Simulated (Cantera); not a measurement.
Feed: 1 mol B, 2.1 mol H₂O, held at 1348 K and 180 Pa.

Method: chemical equilibrium by Gibbs-energy minimisation in Cantera with the NASA 1993 tables (ideal gas, pure condensed phases). Candidate condensed phases: B, B₂O₃, B₃O₃H₃, H₂O; 23 gas species. Gases not in the tables: H₃BO₃. Kinetics and transport are ignored.

Base state: H₂ 0.692, H₂O 0.245, HBO₂ 0.0626, B₂O₃ 0.000371, H 4.54e-5, (HBO₂)₃ 3.65e-5, HBO 3.37e-5 (mole fractions); condensed: B₂O₃(l).

Task: What changes in the equilibrium state with this change: temperature from 1348 K to 1898.15 K?

Result: 
```json
[
 {"species": "H₂", "before": "0.692", "after": "0.559"},
 {"species": "HBO₂", "before": "0.0626", "after": "0.258"},
 {"species": "H₂O", "before": "0.245", "after": "0.103"},
 {"species": "H", "before": "4.54e-5", "after": "0.0138"},
 {"species": "B₂O₃", "before": "0.000371", "after": "0.0572"},
 {"species": "BO", "before": "7.32e-8", "after": "0.00213"},
 {"species": "(HBO₂)₃", "before": "3.65e-5", "after": "2.15e-9"},
 {"species": "B₂O₃(l), mol", "before": "0.431", "after": "0"}
]
```
